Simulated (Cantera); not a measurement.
Cantera run, input and output.

```python
import numpy as np
import cantera as ct

gas = ct.Solution("h2o2.yaml")
gas.TPX = 400, 170000, {'H2': 1, 'O2': 0.588, 'N2': 2.21}
flame = ct.FreeFlame(gas, width=0.028)
flame.set_refine_criteria(ratio=3, slope=0.08, curve=0.16)
flame.transport_model = "mixture-averaged"
flame.solve(loglevel=0, auto=True)
z, T = flame.grid, flame.T
thick = (T[-1] - T[0]) / np.gradient(T, z).max()
show = ['H2', 'O2', 'H', 'HO2', 'H2O2', 'O']
print(f"laminar burning velocity  {flame.velocity[0] * 100:.3f} cm/s")
print(f"burnt temperature         {T[-1]:.1f} K")
print(f"thermal thickness         {thick * 1e3:.4f} mm")
print(f"grid points               {len(z)}")
z0 = z[flame.heat_release_rate.argmax()]
print(f"{'z/mm':>9s}{'T/K':>9s}{'u/(m/s)':>9s}" + "".join(f"{s:>11s}" for s in show))
rows = []
for k in (-3, -2, -1.5, -1, -0.5, -0.25, 0, 0.25, 0.5, 1, 2, 4, 8):
    zz = z0 + k * thick
    rows.append([k * thick, np.interp(zz, z, T), np.interp(zz, z, flame.velocity),
                 *(np.interp(zz, z, flame.X[gas.species_index(s)]) for s in show)])
    print(f"{rows[-1][0] * 1e3:9.3f}{rows[-1][1]:9.1f}{rows[-1][2]:9.3f}" + "".join(f"{x:11.3e}" for x in rows[-1][3:]))
```

It prints:

```
laminar burning velocity  291.655 cm/s
burnt temperature         2298.6 K
thermal thickness         0.1931 mm
grid points               113
     z/mm      T/K  u/(m/s)         H2         O2          H        HO2       H2O2          O
   -0.579    400.0    2.917  2.633e-01  1.548e-01  9.901e-16  8.030e-12  6.882e-13  1.431e-12
   -0.386    400.0    2.916  2.633e-01  1.548e-01  5.686e-14  7.666e-10  7.102e-11  8.142e-11
   -0.290    400.0    2.916  2.631e-01  1.549e-01  7.132e-13  1.295e-08  1.232e-09  9.112e-10
   -0.193    400.5    2.915  2.618e-01  1.551e-01  7.809e-11  5.579e-07  5.447e-08  2.030e-08
   -0.097    435.7    3.109  2.450e-01  1.579e-01  5.128e-06  1.860e-04  1.831e-05  2.840e-06
   -0.048    728.6    5.005  1.980e-01  1.525e-01  2.005e-03  4.634e-04  8.778e-05  2.054e-04
    0.000   1183.8    7.899  1.219e-01  1.191e-01  1.453e-02  1.875e-04  2.132e-05  2.999e-03
    0.048   1503.0    9.935  5.833e-02  7.252e-02  2.599e-02  9.187e-05  5.384e-06  7.885e-03
    0.097   1676.4   11.030  3.376e-02  5.010e-02  2.614e-02  5.413e-05  2.922e-06  9.690e-03
    0.193   1849.9   12.079  2.452e-02  4.007e-02  1.885e-02  3.300e-05  1.481e-06  8.664e-03
    0.386   2007.2   12.987  1.942e-02  3.572e-02  1.082e-02  2.021e-05  8.229e-07  6.070e-03
    0.772   2134.4   13.696  1.349e-02  3.245e-02  5.213e-03  1.155e-05  5.309e-07  3.683e-03
    1.545   2223.9   14.180  8.029e-03  3.029e-02  2.111e-03  6.553e-06  3.779e-07  1.985e-03
```

Detailed kinetics in Cantera: the H2/O2 subset of GRI-Mech 3.0, which has no nitrogen chemistry. Burning velocities carry a grid error of a few per cent, more on coarse grids.
